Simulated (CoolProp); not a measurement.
A closed Brayton cycle with nitrogen: compressor inlet 313.15 K and 4.1 MPa, high pressure 10.5 MPa, turbine inlet 870 K, compressor efficiency 0.8, turbine efficiency 0.85, recuperator effectiveness 0.8 (on enthalpy, no pinch check). Each further row changes one setting.

The numbers come from the reference Helmholtz-energy equation of state, Span 2000 in CoolProp.

```json
[
 {"case": "as stated", "thermal efficiency (%)": "23.9", "net work (kJ/kg)": "59.7", "compressor to turbine work": "0.68", "compressor exit (K)": "434.7", "turbine exit (K)": "706.6"},
 {"case": "turbine inlet 820 K", "thermal efficiency (%)": "21.2", "net work (kJ/kg)": "…", "compressor to turbine work": "0.72", "compressor exit (K)": "434.7", "turbine exit (K)": "664.5"},
 {"case": "compressor inlet 323.15 K", "thermal efficiency (%)": "…", "net work (kJ/kg)": "…", "compressor to turbine work": "0.70", "compressor exit (K)": "448.5", "turbine exit (K)": "706.6"},
 {"case": "high pressure 8.92 MPa", "thermal efficiency (%)": "23.9", "net work (kJ/kg)": "55.3", "compressor to turbine work": "…", "compressor exit (K)": "411.2", "turbine exit (K)": "…"},
 {"case": "recuperator effectiveness 0.5", "thermal efficiency (%)": "17.6", "net work (kJ/kg)": "59.7", "compressor to turbine work": "0.68", "compressor exit (K)": "434.7", "turbine exit (K)": "706.6"}
]
```

Q: Fill in the missing entries.

A: 
- turbine inlet 820 K, net work (kJ/kg): 48.8
- compressor inlet 323.15 K, thermal efficiency (%): 22.4
- compressor inlet 323.15 K, net work (kJ/kg): 55.4
- high pressure 8.92 MPa, compressor to turbine work: 0.65
- high pressure 8.92 MPa, turbine exit (K): 732.5
